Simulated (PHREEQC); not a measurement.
Consider water at 25 °C with 8.9 mmol/kgw HF, 0.41 mmol/kgw NH4F, 0.057 mmol/kgw H2SiF6 and 63 mmol/kgw H3PO4. Closed to the air; pH follows from the charge balance.

All values are PHREEQC results (ion-association model, phreeqc.dat), not measurements.

**Question.** The ionic strength comes out as 0.0200 mol/kgw. What activity coefficients do HF2-, NH4+, H2PO4-, F-, SiF6-2 get?

**Answer.** HF2- 0.87, NH4+ 0.86, H2PO4- 0.87, F- 0.87, SiF6-2 0.58.

This is a speciation only: nothing precipitates in the calculation. Complexes and solids missing from the database can't appear. SiF6-2 is the database's only silicon fluoride.
